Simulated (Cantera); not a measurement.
Input: 1 mol toluene, 1.9 mol CO2, 65 mol H2, held at 2750 K and 3.30 bar.

Method: chemical equilibrium by Gibbs-energy minimisation in Cantera with the NASA 1993 tables (ideal gas, pure condensed phases). Rates play no part.

```tsv
species	before	after
H2	0.887	0.811
CH4	0.000271	0.129
H2O	2.09e-6	0.0455
H	0.0355	<1e-9
C2H2 (acetylene)	0.0250	<1e-9
CO	0.0513	0.0134
C4H2	0.000292	<1e-9
CH3	0.000184	1.53e-9
C2H	0.000116	<1e-9
CO2	1.76e-8	0.00121
C2H2 (vinylidene)	4.18e-5	<1e-9
CH2	1.62e-5	<1e-9
C(graphite), mol	1.24	0
```
Gas species are given as mole fractions.

### Question
Which change was made?
A) temperature from 2750 K to 1748.15 K
B) temperature from 2750 K to 975 K
C) CO2 from 1.9 to 0.035 mol
D) toluene replaced by C3H6

### Answer
B, temperature from 2750 K to 975 K
